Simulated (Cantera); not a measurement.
## Thermodynamics of boron, boron nitride and boron oxide, feed B₂O₃ + NH₃ + H₂

Input: 1 mol B₂O₃, 0.11 mol NH₃, a varied amount of H₂, equilibrated at 1150 °C and 9.60 mbar.

These are equilibrium values from Cantera (NASA tables, ideal gas, pure condensed phases), not measurements of a reactor. Candidate condensed phases: B, BN, B₂O₃, B₃O₃H₃, H₂O; 39 gas species. Mutual solubility and eutectic melting of coexisting phases are not modelled. Rates play no part.

```json
[
 {"n(H₂) (mol)": "0.85", "log p H₂": "-2.04", "log p N₂": "-3.31", "log p HBO₂": "-4.55", "log p HBO": "-4.83", "log p H₂O": "-5.24", "log p B₂O₃": "-5.39", "n BN(s)": "0.000914", "n B₂O₃(l)": "0.997"},
 {"n(H₂) (mol)": "1.5", "log p H₂": "-2.03", "log p N₂": "-3.52", "log p HBO₂": "-4.58", "log p HBO": "-4.79", "log p H₂O": "-5.30", "log p B₂O₃": "-5.39", "n BN(s)": "0.00118", "n B₂O₃(l)": "0.995"},
 {"n(H₂) (mol)": "2.6", "log p H₂": "-2.03", "log p N₂": "-3.73", "log p HBO₂": "-4.61", "log p HBO": "-4.76", "log p H₂O": "-5.37", "log p B₂O₃": "-5.39", "n BN(s)": "0.00145", "n B₂O₃(l)": "0.992"},
 {"n(H₂) (mol)": "4.5", "log p H₂": "-2.03", "log p N₂": "-3.96", "log p HBO₂": "-4.65", "log p HBO": "-4.72", "log p H₂O": "-5.44", "log p B₂O₃": "-5.39", "n BN(s)": "0.00160", "n B₂O₃(l)": "0.987"},
 {"n(H₂) (mol)": "7.7", "log p H₂": "-2.02", "log p N₂": "-4.18", "log p HBO₂": "-4.68", "log p HBO": "-4.68", "log p H₂O": "-5.51", "log p B₂O₃": "-5.39", "n BN(s)": "0.00135", "n B₂O₃(l)": "0.978"},
 {"n(H₂) (mol)": "13", "log p H₂": "-2.02", "log p N₂": "-4.40", "log p HBO₂": "-4.72", "log p HBO": "-4.64", "log p H₂O": "-5.58", "log p B₂O₃": "-5.39", "n BN(s)": "0.000132", "n B₂O₃(l)": "0.965"},
 {"n(H₂) (mol)": "23", "log p H₂": "-2.02", "log p N₂": "-4.64", "log p HBO₂": "-4.72", "log p HBO": "-4.64", "log p H₂O": "-5.59", "log p B₂O₃": "-5.39", "n BN(s)": "0", "n B₂O₃(l)": "0.938"},
 {"n(H₂) (mol)": "40", "log p H₂": "-2.02", "log p N₂": "-4.88", "log p HBO₂": "-4.72", "log p HBO": "-4.64", "log p H₂O": "-5.59", "log p B₂O₃": "-5.39", "n BN(s)": "0", "n B₂O₃(l)": "0.892"},
 {"n(H₂) (mol)": "70", "log p H₂": "-2.02", "log p N₂": "-5.13", "log p HBO₂": "-4.72", "log p HBO": "-4.64", "log p H₂O": "-5.59", "log p B₂O₃": "-5.39", "n BN(s)": "0", "n B₂O₃(l)": "0.812"},
 {"n(H₂) (mol)": "120", "log p H₂": "-2.02", "log p N₂": "-5.36", "log p HBO₂": "-4.72", "log p HBO": "-4.64", "log p H₂O": "-5.59", "log p B₂O₃": "-5.39", "n BN(s)": "0", "n B₂O₃(l)": "0.677"}
]
```
log p: log10 of the partial pressure in bar; n: condensed amount in mol.

From 0.85 mol H₂ to 13 mol H₂ the condensed part is BN(s) + B₂O₃(l). From 23 mol H₂ to 120 mol H₂ the condensed part is B₂O₃(l). The main B-bearing gas is HBO₂ at 0.85 mol H₂ and HBO at 120 mol H₂. The share of B in condensed phases is highest at 0.85 mol H₂ (99.7 %) and lowest at 120 mol H₂ (67.7 %).
